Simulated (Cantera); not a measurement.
Feed: 1 mol HCl, 1.8 mol H2O, 1.6 mol N2, at 3200 K and 3.10 bar.

Method: chemical equilibrium by Gibbs-energy minimisation in Cantera with the NASA 1993 tables (ideal gas, pure condensed phases). The numbers say what is thermodynamically allowed, not how fast it happens.

| species | before | after |
|---|---|---|
| N2 | 0.316 | 0.523 |
| HCl | 0.148 | 0.223 |
| Cl | 0.0529 | 0.105 |
| H2O | 0.249 | 0.0402 |
| O2 | 0.0175 | 0.00139 |
| OH | 0.0508 | 0.0108 |
| O | 0.0162 | 0.00456 |
| NO | 0.0110 | 0.00397 |
| H2 | 0.0902 | 0.0515 |
| H | 0.0479 | 0.0362 |
| HO2 | 1.94e-5 | 1.17e-6 |
| Cl2 | 4.98e-5 | 0.000197 |
| HOCl | 2.15e-5 | 9.10e-6 |
| ClO | 0.000103 | 5.79e-5 |
| N | 1.49e-5 | 1.92e-5 |
Gas species are given as mole fractions.

Question: What was changed between the two runs?
A. H2O from 1.8 to 0.19 mol
B. temperature from 3200 K to 3048 K
C. temperature from 3200 K to 873.15 K
D. temperature from 3200 K to 2575 K

Answer: A, H2O from 1.8 to 0.19 mol
